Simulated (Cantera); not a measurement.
Cantera run:

```python
import numpy as np
import cantera as ct

gas_names = """
    H HNO HNO2 HNO3 HO2 H2 H2O H2O2 N NH NH2 NH3 NH2OH NO NO2 NO3 N2 N2H2 N2H4 N2O O OH O2 O3 Si SiH
    SiH2 SiH3 SiH4 SiN SiO SiO2 Si2 Si2N Si3
""".split()
cond_names = """
    H2O(s) H2O(L) Si(cr) Si(L) SiO2(Lqz) SiO2(hqz) SiO2(L) Si2N2O(s) Si3N4(a)
""".split()


# ... load() reads the species with a 1 bar reference pressure and builds the phases ...
atoms = {
    'Si2H6': {'Si': 2, 'H': 6},
    'H2O': {'H': 2, 'O': 1},
    'N2': {'N': 2},
}
top_T = {'Si2N2O(s)': 2100, 'Si3N4(a)': 2400}  # K; cautious upper limits of use, not melting points


# ... equilibrate(T, P, feed) seeds the gas with the atoms and calls Mixture.equilibrate('TP', solver="vcs", rtol=1e-11, max_steps=5000) ...
results = []
feed = {'Si2H6': 1, 'H2O': 23, 'N2': 120}  # mol
P = 5000  # Pa
for T in [673, 723, 773, 823, 873, 923, 973, 1023, 1073, 1123, 1173, 1223, 1273, 1323]:
    mix = equilibrate(T, P, feed)
    results.append((T, P, feed, dict(zip(mix.species_names, mix.species_moles))))
    x = sorted(zip(gas.X, gas.species_names), reverse=True)
    print(f"T = {T:g} K  P = {P:g} Pa  gas = {mix.phase_moles(0):.4g} mol")
    print("   x: " + "  ".join(f"{s} {v:.3e}" for v, s in x if v > 0.001))
    print("   condensed (mol): " + ("  ".join(f"{mix.phase(i).name} {mix.phase_moles(i):.4g}"
          for i in range(1, mix.n_phases) if mix.phase_moles(i) > 1e-12) or "none"))
```

Result:

```
T = 673 K  P = 5000 Pa  gas = 146 mol
   x: N2 8.219e-01  H2O 1.301e-01  H2 4.794e-02
   condensed (mol): SiO2(Lqz) 2
T = 723 K  P = 5000 Pa  gas = 146 mol
   x: N2 8.219e-01  H2O 1.301e-01  H2 4.794e-02
   condensed (mol): SiO2(Lqz) 2
T = 773 K  P = 5000 Pa  gas = 146 mol
   x: N2 8.219e-01  H2O 1.301e-01  H2 4.794e-02
   condensed (mol): SiO2(Lqz) 2
T = 823 K  P = 5000 Pa  gas = 146 mol
   x: N2 8.219e-01  H2O 1.301e-01  H2 4.794e-02
   condensed (mol): SiO2(Lqz) 2
T = 873 K  P = 5000 Pa  gas = 146 mol
   x: N2 8.219e-01  H2O 1.301e-01  H2 4.794e-02
   condensed (mol): SiO2(hqz) 2
T = 923 K  P = 5000 Pa  gas = 146 mol
   x: N2 8.219e-01  H2O 1.301e-01  H2 4.794e-02
   condensed (mol): SiO2(hqz) 2
T = 973 K  P = 5000 Pa  gas = 146 mol
   x: N2 8.219e-01  H2O 1.301e-01  H2 4.794e-02
   condensed (mol): SiO2(hqz) 2
T = 1023 K  P = 5000 Pa  gas = 146 mol
   x: N2 8.219e-01  H2O 1.301e-01  H2 4.794e-02
   condensed (mol): SiO2(hqz) 2
T = 1073 K  P = 5000 Pa  gas = 146 mol
   x: N2 8.219e-01  H2O 1.301e-01  H2 4.794e-02
   condensed (mol): SiO2(hqz) 2
T = 1123 K  P = 5000 Pa  gas = 146 mol
   x: N2 8.219e-01  H2O 1.301e-01  H2 4.794e-02
   condensed (mol): SiO2(hqz) 2
T = 1173 K  P = 5000 Pa  gas = 146 mol
   x: N2 8.219e-01  H2O 1.301e-01  H2 4.794e-02
   condensed (mol): SiO2(hqz) 2
T = 1223 K  P = 5000 Pa  gas = 146 mol
   x: N2 8.219e-01  H2O 1.301e-01  H2 4.794e-02
   condensed (mol): SiO2(hqz) 2
T = 1273 K  P = 5000 Pa  gas = 146 mol
   x: N2 8.219e-01  H2O 1.301e-01  H2 4.794e-02
   condensed (mol): SiO2(hqz) 2
T = 1323 K  P = 5000 Pa  gas = 146 mol
   x: N2 8.219e-01  H2O 1.301e-01  H2 4.794e-02
   condensed (mol): SiO2(hqz) 2
```

Method: chemical equilibrium by Gibbs-energy minimisation in Cantera with the NASA 1993 tables (ideal gas, pure condensed phases). The feed counts by its element totals alone. The tables hold silica as quartz up to 1696 K and as liquid above; real silica turns to tridymite and cristobalite and melts near 1996 K.
